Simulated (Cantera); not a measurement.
Input: 1 mol Fe2O3, a varied amount of CH4, 3.2 mol N2, equilibrated at 2148.15 K and 133 Pa.

These are equilibrium values from Cantera (NASA tables, ideal gas, pure condensed phases), not measurements of a reactor. Candidate condensed phases: C, C6H6, C7H8, C8H18, Fe, Fe(CO)5, FeO, Fe(OH)2, Fe(OH)3, Fe2O3, Fe3O4, H2O; 140 gas species. The tables' stoichiometric FeO is somewhat more stable than real wüstite, so its field is too wide. FeO: taken at fixed stoichiometry. Rates play no part.

Task: At 0.44 mol CH4, list the 5 most abundant gas species with their mole fractions, and the condensed phases.

Result: N2 0.588, H2O 0.124, Fe 0.113, CO2 0.0417, CO 0.0394. Condensed: FeO(l).
